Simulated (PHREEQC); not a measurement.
K2CO3 is added in steps, without added water, to 1 kg of water holding 4.9 mmol/kgw KHSO4, at 24 °C. CO2 from the air is kept out. Only these solids could form: Arcanite, Kalicinite, Misenite.

Base run: PHREEQC, Pitzer model, pitzer.dat. Each further column changes one thing. The table gives HSO4- (mol/kgw).

```tsv
K2CO3 added (mol)	base	database phreeqc.dat, metal-ligand complexes left out	database phreeqc.dat	database wateq4f.dat	database phreeqc.dat, Davies equation for every ion
0	0.000911	0.000958	0.000946	0.000946	0.000930
0.0006125	0.000709	0.000746	0.000734	0.000734	0.000721
0.001225	0.000491	0.000517	0.000506	0.000506	0.000497
0.001837	0.000255	0.000269	0.000262	0.000262	0.000257
0.00245	9.14e-6	9.41e-6	9.11e-6	9.10e-6	8.98e-6
0.003063	2.39e-7	2.41e-7	2.31e-7	2.31e-7	2.30e-7
0.003675	7.90e-8	7.98e-8	7.63e-8	7.62e-8	7.58e-8
0.004287	2.62e-8	2.66e-8	2.53e-8	2.53e-8	2.51e-8
0.0049	1.79e-9	1.86e-9	1.76e-9	1.76e-9	1.76e-9
```

 pitzer.dat has no redox and few complexes: it carries them in its interaction parameters. phreeqc.dat and wateq4f.dat share most of their constants, so their agreement is no independent check.
